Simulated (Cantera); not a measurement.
Charge: 1 mol SiH₂Cl₂, 0.46 mol O₃, 2.5 mol N₂, held at 873.15 K and 0.210 Torr.

Cantera equilibrium calculation (NASA polynomials, part measured and part estimated; ideal gas, pure solids and liquids). Candidate condensed phases: H₂O, NH₄Cl, Si, SiO₂, Si₂N₂O, Si₃N₄; 47 gas species. N₂ is the only nitrogen source here; it is nearly inert below about 1500 K, so the nitride shown seldom forms there in practice. The numbers say what is thermodynamically allowed, not how fast it happens.

Base state: N₂ 0.538, HCl 0.448, H₂ 0.00906, SiCl₄ 0.00453 (mole fractions); condensed: SiO₂(β-quartz) + Si₂N₂O(s).

Q: What changes in the equilibrium state with this change: N₂ from 2.5 to 1.1 mol?

A: 
```tsv
species	before	after
HCl	0.448	0.659
N₂	0.538	0.315
H₂	0.00906	0.0171
SiCl₄	0.00453	0.00853
SiO₂(β-quartz), mol	0.593	0.595
Si₂N₂O(s), mol	0.194	0.190
```

Q: What changes in the equilibrium state with this change: O₃ from 0.46 to 2.4 mol?

A: 
```json
[
 {"species": "O₂", "before": "<1e-9", "after": "0.359"},
 {"species": "N₂", "before": "0.538", "after": "0.356"},
 {"species": "HCl", "before": "0.448", "after": "0.238"},
 {"species": "Cl₂", "before": "<1e-9", "after": "0.0231"},
 {"species": "H₂O", "before": "3.44e-8", "after": "0.0233"},
 {"species": "SiCl₄", "before": "0.00453", "after": "<1e-9"},
 {"species": "H₂", "before": "0.00906", "after": "<1e-9"},
 {"species": "Cl", "before": "1.31e-8", "after": "0.000404"},
 {"species": "SiO₂(β-quartz), mol", "before": "0.593", "after": "1.00"},
 {"species": "Si₂N₂O(s), mol", "before": "0.194", "after": "0"}
]
```
